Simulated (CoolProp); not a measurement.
A Linde-Hampson liquefier for ethylene: isothermal reversible compression at 320 K from 1 atm to 25 MPa, throttling to 1 atm, return gas leaving the recuperator 10 K below the feed. Each further row changes one setting.

Computed with CoolProp (reference Helmholtz-energy equation of state, Smukala 2000).

```csv
case,liquid yield per pass,compression work (kJ/kg of gas)
as stated,…,432
high pressure 50 MPa,…,…
warm-end temperature 350 K,0.333,498
warm-end gap 15 K,…,432
```

### Question
Fill in the missing entries.

### Answer

- as stated, liquid yield per pass: 0.412
- high pressure 50 MPa, liquid yield per pass: 0.407
- high pressure 50 MPa, compression work (kJ/kg of gas): 491
- warm-end gap 15 K, liquid yield per pass: 0.405
